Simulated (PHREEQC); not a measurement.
A column of 0.2 m (30 cells, dispersivity 0.007 m, 60 s a shift, diffusion coefficient 3e-10 m²/s) holds 0.0096 eq of the database's cation exchanger X per kg of pore water, first in equilibrium with 0.001 mol MgSO4 and 1e-05 mol HCl per kg of water. It is flushed with 2 mmol/kgw CaCl2 and 0.01 mmol/kgw HCl, at 40 °C. Values are for the last cell. CO2 from the air is kept out. No solid was allowed to form.

Base run: PHREEQC, ion-association model, phreeqc.dat. Each further column changes one thing. The table gives Mg in solution (mol/kgw).

| pore volumes | base | exchange capacity from 0.0096 to 0.0048 eq/kgw | dispersivity from 0.007 to 0.014 m |
|---|---|---|---|
| 0 | 0.00100 | 0.00100 | 0.00100 |
| 0.95 | 0.00148 | 0.00148 | [?] |
| 2.117 | 0.00198 | 0.00106 | [?] |
| 3.05 | 0.00138 | 9.20e-5 | 0.00121 |
| 3.983 | 0.000334 | 5.03e-6 | 0.000450 |
| 4.917 | 4.98e-5 | 2.47e-7 | [?] |
| 6.083 | 4.11e-6 | 5.28e-9 | 2.77e-5 |
| 7.017 | 5.41e-7 | 2.37e-10 | 7.77e-6 |

**Question.** What belongs in the gaps?

**Answer.** 
- 0.95, dispersivity from 0.007 to 0.014 m: 0.00152
- 2.117, dispersivity from 0.007 to 0.014 m: 0.00189
- 4.917, dispersivity from 0.007 to 0.014 m: 0.000134

Away from 25 °C the constants follow the database's enthalpies or fits; those with neither stay at their 25 °C values.
